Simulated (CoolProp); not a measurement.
Saturation properties of ethane.

The numbers come from the reference Helmholtz-energy equation of state, Bücker 2006 in CoolProp.

| T (K) | p (bar) | vapour density (kg/m³) | enthalpy of vaporisation (kJ/kg) | liquid cp (kJ/(kg K)) | liquid viscosity (µPa s) | vapour viscosity (µPa s) |
|---|---|---|---|---|---|---|
| 215.9 | 4.216 | 7.782 | 442.6 | 2.613 | 115 | 6.94 |
| 220.7 | 5.049 | 9.243 | 434.2 | 2.651 | [?] | 7.11 |
| 225.6 | 6.019 | 10.95 | 425.2 | 2.693 | 103 | 7.30 |
| 230.4 | 7.097 | [?] | 416.0 | 2.738 | 97.9 | 7.48 |
| 235.2 | 8.310 | 15.00 | 406.2 | 2.790 | 92.7 | 7.68 |
| 240.1 | 9.698 | 17.49 | 395.7 | 2.848 | 87.7 | 7.89 |
| 244.9 | 11.21 | 20.25 | 384.7 | 2.914 | 83.0 | 8.10 |
| 249.7 | 12.90 | 23.38 | 373.1 | 2.989 | 78.5 | 8.33 |
| 254.6 | 14.80 | 27.00 | 360.4 | 3.078 | 74.0 | 8.58 |
| 259.4 | 16.85 | 31.04 | 347.1 | 3.180 | 69.8 | 8.84 |
| 264.2 | 19.10 | 35.63 | 332.7 | [?] | 65.7 | [?] |
| 269.1 | 21.61 | 41.01 | 316.8 | 3.458 | 61.7 | 9.46 |

What belongs in the gaps?


- 220.7, liquid viscosity (µPa s): 109
- 230.4, vapour density (kg/m³): 12.84
- 264.2, liquid cp (kJ/(kg K)): 3.304
- 264.2, vapour viscosity (µPa s): 9.13

It boils at 184.6 K under 1 atm.

Viscosity comes from a separate model (Friend 1991).
